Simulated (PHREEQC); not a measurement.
Solution (79 °C): 0.0026 mol H3PO4 and 0.0013 mol K2HPO4 per kg of water. Closed to the air; pH follows from the charge balance.

The numbers come from PHREEQC with the ion-association model, phreeqc.dat.

Each row changes one thing in this solution. No solid was allowed to form.

| case | pH | ionic strength (mol/kgw) | H2PO4- (mol/kgw) | H3PO4 (mol/kgw) | HPO4-2 (mol/kgw) |
|---|---|---|---|---|---|
| as made | 3.15 | 0.00335 | 0.00334 | 0.000554 | 4.72e-7 |
| K2HPO4 replaced by KBr at the same molality | 2.76 | [?] | 0.00184 | 0.000757 | 1.05e-7 |
| diluted 2-fold with water | 3.36 | 0.00176 | 0.00176 | 0.000187 | 3.74e-7 |
| H3PO4 from 0.0026 to 0.0013 mol/kgw | 4.91 | 0.00263 | 0.00257 | 7.50e-6 | 2.03e-5 |
| temperature from 79 to 25 °C | [?] | 0.00349 | 0.00349 | 0.000407 | 3.11e-7 |
| temperature from 79 to 90 °C | 3.17 | 0.00332 | 0.00332 | [?] | 5.10e-7 |
| 0.00026 mol/kgw Ca(OH)2 added | 3.39 | 0.00375 | 0.00352 | 0.000341 | 8.56e-7 |
| K2HPO4 left out | 2.76 | 0.00183 | 0.00183 | 0.000769 | 9.87e-8 |
| H3PO4 from 0.0026 to 0.00026 mol/kgw | 7.29 | 0.00363 | 0.000525 | 6.29e-9 | 0.00103 |

**Question.** Complete the blanks.

**Answer.** 
- K2HPO4 replaced by KBr at the same molality, ionic strength (mol/kgw): 0.00314
- temperature from 79 to 25 °C, pH: 3.07
- temperature from 79 to 90 °C, H3PO4 (mol/kgw): 0.000580

Species that the database lacks are ignored. Constants without temperature data keep their 25 °C values here.
